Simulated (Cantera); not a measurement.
## Reactions in the system H-N-O-P

Source: NASA polynomial tables (part measured, part estimated), evaluated in Cantera. Values are per mole of reaction as written; species without (g) are pure solids or liquids, kept so even where they would boil at 1 bar.

2 P4O10 + 10 NH3(g) ⇌ 8 PH3(g) + 3 H2(g) + 10 NO2(g)

| T (K) | ΔH° (kJ) | ΔS° (J/K) | ΔG° (kJ) | log10 K |
|---|---|---|---|---|
| 350 | 6862.7 | 2084.5 | 6133.1 | -915.30 |
| 375 | 6861.2 | 2080.4 | 6081.0 | -847.02 |
| 400 | 6859.3 | 2075.7 | 6029.1 | -787.30 |
| 425 | 6857.2 | 2070.5 | 5977.2 | -734.62 |
| 450 | 6854.8 | 2065.0 | 5925.6 | -687.81 |
| 475 | 6852.1 | 2059.2 | 5874.0 | -645.94 |
| 500 | 6849.1 | 2053.1 | 5822.6 | -608.27 |
| 525 | 6845.9 | 2046.7 | 5771.4 | -574.21 |
| 550 | 6842.4 | 2040.2 | 5720.3 | -543.25 |
| 575 | 6838.6 | 2033.5 | 5669.3 | -515.01 |
| 600 | 6834.6 | 2026.7 | 5618.6 | -489.13 |
